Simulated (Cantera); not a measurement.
Source: NASA polynomial tables (part measured, part estimated), evaluated in Cantera. Values are per mole of reaction as written; species without (g) are pure solids or liquids, kept so even where they would boil at 1 bar.

Between 350 and 850 K, where is each reaction favourable under standard conditions?
- Si + Cl2(g) ⇌ SiCl2(g)
- 2 Cs + Cl2(g) ⇌ 2 CsCl
- 0.5 Si + Cl2(g) ⇌ 0.5 SiCl4(g)


- Si + Cl2(g) ⇌ SiCl2(g): ΔG° is -182 kJ at 350 K and -201 kJ at 850 K; it stays negative (K > 1). ΔH° is -171 kJ and ΔS° 35 J/K at 850 K.
- 2 Cs + Cl2(g) ⇌ 2 CsCl: ΔG° is -818 kJ at 350 K and -721 kJ at 850 K; it stays negative (K > 1). ΔH° is -871 kJ and ΔS° -177 J/K at 850 K.
- 0.5 Si + Cl2(g) ⇌ 0.5 SiCl4(g): ΔG° is -308 kJ at 350 K and -275 kJ at 850 K; it stays negative (K > 1). ΔH° is -330 kJ and ΔS° -65 J/K at 850 K.
